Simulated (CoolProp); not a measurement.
Model: reference Helmholtz-energy equation of state, Thol 2016, in CoolProp.

**Question.** For R1234ze(E), give the phase and the cp (kJ/(kg K)), cv (kJ/(kg K)), speed of sound (m/s), Prandtl number at 256.1 K and 0.101 MPa; 292.5 K and 0.101 MPa; 383.6 K and 0.101 MPa.

**Answer.** 
- 256.1 K and 0.101 MPa: gas; cp 0.832, cv 0.743, speed of sound 139, Prandtl number 0.855
- 292.5 K and 0.101 MPa: gas; cp 0.881, cv 0.799, speed of sound 149, Prandtl number 0.802
- 383.6 K and 0.101 MPa: gas; cp 1.01, cv 0.932, speed of sound 172, Prandtl number 0.768

Viscosity comes from a separate model (Bell 2016), an estimate that may be off by 10 % or more. Thermal conductivity comes from a separate model (Perkins 2011).
